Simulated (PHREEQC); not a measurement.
1 kg of water holding 0.32 mol/kgw CaCl2, 0.28 mol/kgw KCl and 0.15 mol/kgw MgCl2 is evaporated at 60 °C; the solids stay in contact with the brine. The system is closed to CO2. Solids allowed: Bischofite, Brucite, Carnallite, Portlandite, Sylvite, MgCl2_4H2O. Others were left out.

The series has 13 steps of water left (kg), from 1 to 0.09502.

Equilibrium calculation in PHREEQC: Pitzer model, pitzer.dat.

**Question.** Which solids form, in which order, and at which step of the series does each first stand?

**Answer.** Sylvite from water left = 0.1156 kg.

Away from 25 °C the constants follow the database's enthalpies or fits; those with neither stay at their 25 °C values.
